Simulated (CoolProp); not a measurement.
A simple Rankine cycle with propyne: condensing at 295.15 K, boiler at 1.56 MPa, turbine inlet 341.5 K, turbine efficiency 0.6, pump efficiency 0.7, no recuperator. Each further row changes one setting.

Values from CoolProp's reference Helmholtz-energy equation of state, Polt 1992. This equation is an older, rougher fit; its heat capacities, sound speeds and derivatives of the liquid may be far off and weren't checked against measurements.

| case | thermal efficiency (%) | net work (kJ/kg) | heat in (kJ/kg) | turbine exit temperature (K) | volume ratio over the turbine |
|---|---|---|---|---|---|
| as stated | 6.5 | 33.1 | 513 | 301.0 | 2.92 |
| turbine inlet 361.5 K | 6.6 | 37.0 | 557 | 323.5 | 2.88 |
| condensing temperature 287.15 K | 7.6 | 40.6 | 531 | 293.5 | 3.69 |
| boiler pressure 1.09 MPa | 4.6 | 24.4 | 533 | 317.0 | 2.01 |
| turbine efficiency 0.5 | 5.3 | 27.2 | 513 | 304.3 | 2.96 |
